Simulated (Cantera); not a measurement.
# Thermodynamics of abatement and gas-phase synthesis, feed NH₃ + SO₂

A closed system holds: 1 mol NH₃, 0.16 mol SO₂, at 0.370 bar.

Equilibrium computed with Cantera from the NASA thermochemical tables; the gas is ideal and each condensed phase is pure. Candidate condensed phases: H₂O, H₂SO₄, S; 35 gas species. Gases not in the tables: S₃ to S₇. Rates play no part.

| T (K) | x H₂ | x H | x N₂ | x H₂O | x H₂S | x S | x OH | x S₂ | x SO | x SH | x O |
|---|---|---|---|---|---|---|---|---|---|---|---|
| 1273 | 0.511 | 8.38e-7 | 0.250 | 0.160 | 0.0792 | 5.79e-8 | 3.02e-9 | 0.000369 | 2.59e-7 | 7.69e-5 | <1e-12 |
| 1473 | 0.515 | 1.49e-5 | 0.249 | 0.159 | 0.0728 | 2.72e-6 | 1.20e-7 | 0.00314 | 8.57e-6 | 0.000584 | 3.06e-12 |
| 1673 | 0.526 | 0.000136 | 0.247 | 0.158 | 0.0558 | 4.13e-5 | 1.96e-6 | 0.0104 | 9.73e-5 | 0.00221 | 4.09e-10 |
| 1873 | 0.539 | 0.000779 | 0.245 | 0.155 | 0.0370 | 0.000284 | 1.74e-5 | 0.0175 | 0.000528 | 0.00513 | 1.91e-8 |
| 2073 | 0.546 | 0.00320 | 0.242 | 0.151 | 0.0233 | 0.00119 | 0.000101 | 0.0207 | 0.00181 | 0.00888 | 4.23e-7 |
| 2273 | 0.548 | 0.0102 | 0.240 | 0.145 | 0.0144 | 0.00356 | 0.000420 | 0.0199 | 0.00453 | 0.0127 | 5.38e-6 |
| 2473 | 0.541 | 0.0270 | 0.236 | 0.136 | 0.00866 | 0.00811 | 0.00136 | 0.0159 | 0.00875 | 0.0155 | 4.48e-5 |
| 2673 | 0.520 | 0.0608 | 0.229 | 0.123 | 0.00488 | 0.0146 | 0.00359 | 0.0106 | 0.0135 | 0.0161 | 0.000269 |
| 2873 | 0.479 | 0.120 | 0.220 | 0.107 | 0.00251 | 0.0215 | 0.00803 | 0.00578 | 0.0173 | 0.0144 | 0.00125 |
| 3073 | 0.415 | 0.208 | 0.206 | 0.0864 | 0.00117 | 0.0268 | 0.0152 | 0.00274 | 0.0187 | 0.0112 | 0.00464 |
| 3273 | 0.331 | 0.322 | 0.188 | 0.0594 | 0.000506 | 0.0305 | 0.0233 | 0.00124 | 0.0172 | 0.00802 | 0.0135 |
x: gas mole fraction; nothing condenses.

From 1273 K to 3273 K nothing is condensed.
